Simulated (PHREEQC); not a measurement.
Sulfide liquor with single salt, acid or base: speciation

Solution A (0.024 mol/kgw Na2S and 0.23 mol/kgw NaCl) is mixed with solution B (0.059 mol/kgw NH4HS) at 75 °C; shares are by mass of water, 1 kg in all. No oxygen is let in. The system is closed to CO2. Slow redox steps are shut off: ammonium isn't oxidised. Only these solids could form: Halite.

The series has 11 steps of share of solution B, from 0 to 1.

Computed with PHREEQC (ion-association model, phreeqc.dat).

**Question.** Between which two steps does the pH jump most, and from what to what?

**Answer.** Between share of solution B = 0.2 and 0.3: from 10.20 to 9.16.

With this much S-2 the pH rests on the database's HS-/S-2 constant; if that pK is higher, the solution is more alkaline. Away from 25 °C the constants follow the database's enthalpies or fits; those with neither stay at their 25 °C values. The database's pK near 12.9 for HS-/S-2 is now thought far too low, so its S-2 is overstated.
